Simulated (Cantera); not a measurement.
**Thermodynamics of metals in furnace atmospheres, feed Al + CO2 + H2 + NH3**

Input: 1 mol Al, a varied amount of CO2, 72 mol H2, 3.2 mol NH3, held at 1450 K and 3.10 mbar.

These are equilibrium values from Cantera (NASA tables, ideal gas, pure condensed phases), not measurements of a reactor. Candidate condensed phases: Al, AlN, Al2O3, C, C6H6, C7H8, C8H18, H2O; 148 gas species. Mutual solubility and eutectic melting of coexisting phases are not modelled. Rates play no part.

```csv
n(CO2) (mol),x H2,x CO,x H2O,x N2,x CO2,x H,x HCN,n AlN(s),n Al2O3(s)
0.82,0.972,0.0104,6.98e-7,0.0174,3.13e-9,0.000167,1.07e-5,0.453,0.274
2.7,0.932,0.0331,0.0146,0.0197,0.000217,0.000164,1.63e-9,0,0.500
4.5,0.891,0.0534,0.0353,0.0193,0.000889,0.000160,1.00e-9,0,0.500
6.4,0.850,0.0734,0.0558,0.0189,0.00203,0.000157,8.05e-10,0,0.500
8.2,0.813,0.0912,0.0739,0.0185,0.00348,0.000153,6.98e-10,0,0.500
10,0.778,0.108,0.0909,0.0181,0.00529,0.000150,6.22e-10,0,0.500
12,0.741,0.125,0.108,0.0177,0.00769,0.000146,5.55e-10,0,0.500
14,0.706,0.141,0.125,0.0173,0.0105,0.000143,5.01e-10,0,0.500
16,0.673,0.156,0.140,0.0169,0.0136,0.000139,4.55e-10,0,0.500
```
x: gas mole fraction; n: condensed amount in mol.

At 0.82 mol CO2 the condensed part is AlN(s) + Al2O3(s). From 2.7 mol CO2 to 16 mol CO2 the condensed part is Al2O3(s).
